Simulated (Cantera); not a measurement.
Input (Python, Cantera) and output of one run.

```python
import numpy as np
import cantera as ct

gas_names = [...]  # 151 gases of nasa_gas.yaml made of C, H, N, O, Si
cond_names = """
    C(gr) C6H6(L) C7H8(L) C8H18(L),n-octa H2O(s) H2O(L) Si(cr) Si(L) SiC(b) SiO2(Lqz) SiO2(hqz) SiO2(L)
    Si2N2O(s) Si3N4(a)
""".split()


# ... load() reads the species with a 1 bar reference pressure and builds the phases ...
atoms = {
    'SiH4': {'Si': 1, 'H': 4},
    'CO2': {'C': 1, 'O': 2},
    'N2': {'N': 2},
}
top_T = {'C(gr)': 4500, 'SiC(b)': 3050, 'Si2N2O(s)': 2100, 'Si3N4(a)': 2400}  # K; cautious upper limits of use, not melting points


# ... equilibrate(T, P, feed) seeds the gas with the atoms and calls Mixture.equilibrate('TP', solver="vcs", rtol=1e-11, max_steps=5000) ...
results = []
feed = {'SiH4': 1, 'CO2': 0.6, 'N2': 1.2}  # mol
P = 100000  # Pa
for T in [525, 675, 825, 975, 1125, 1275, 1425, 1575, 1725]:
    mix = equilibrate(T, P, feed)
    results.append((T, P, feed, dict(zip(mix.species_names, mix.species_moles))))

top = {s: max(r[3][s] / sum(r[3][g] for g in gas_names) for r in results) for s in gas_names}
cols = sorted((s for s in top if top[s] > 0.0001), key=lambda s: -top[s])[:7]
seen = [c for c in cond_names if any(r[3].get(c, 0) > 1e-12 for r in results)]
print("log10 of partial pressures in bar; condensed amounts in mol")
print(f"{'T/K':>10s}" + "".join(f"{s[:9]:>10s}" for s in cols + seen))
for T, P, feed, n in results:
    ng = sum(n[g] for g in gas_names)
    print(f"{T:10.4g}" + "".join(f"{np.log10(max(n[s] / ng * P / 1e5, 1e-99)):10.3f}" for s in cols)
          + "".join(f"{n.get(c, 0):10.4g}" for c in seen))
```

It prints:

```
log10 of partial pressures in bar; condensed amounts in mol
       T/K        H2        N2       CH4        CO       NH3       SiO       H2O     C(gr) SiO2(Lqz) SiO2(hqz)   SiO2(L) Si2N2O(s)
       525    -0.496    -0.400    -0.581   -14.653    -1.692   -38.665    -6.584         0    0.4667         0         0    0.2667
       675    -0.467    -0.398    -0.589    -8.886    -2.783   -27.242    -5.529         0    0.4667         0         0    0.2667
       825    -0.351    -0.426    -0.747    -5.541    -3.371   -19.996    -4.792    0.1542    0.4666         0         0    0.2667
       975    -0.209    -0.477    -1.319    -3.819    -3.713   -14.994    -4.249    0.4652         0    0.4663         0    0.2669
      1125    -0.178    -0.494    -1.896    -2.556    -4.071   -11.351    -3.926     0.555         0    0.4611         0    0.2695
      1275    -0.177    -0.515    -2.388    -1.598    -4.386    -8.575    -3.709    0.5126         0    0.4163         0    0.2919
      1425    -0.209    -0.610    -2.841    -0.872    -4.723    -6.369    -3.598    0.1628         0    0.1783         0    0.4109
      1575    -0.222    -0.657    -3.652    -0.746    -4.964    -4.603    -3.489         0         0   0.06684         0    0.4665
      1725    -0.223    -0.658    -4.411    -0.746    -5.127    -3.167    -3.379         0         0         0   0.06537    0.4662
```

Equilibrium computed with Cantera from the NASA thermochemical tables; the gas is ideal and each condensed phase is pure. N2 is the only nitrogen source here; it is nearly inert below about 1500 K, so the nitride shown seldom forms there in practice. Mutual solubility and eutectic melting of coexisting phases are not modelled. The tables hold silica as quartz up to 1696 K and as liquid above; real silica turns to tridymite and cristobalite and melts near 1996 K.
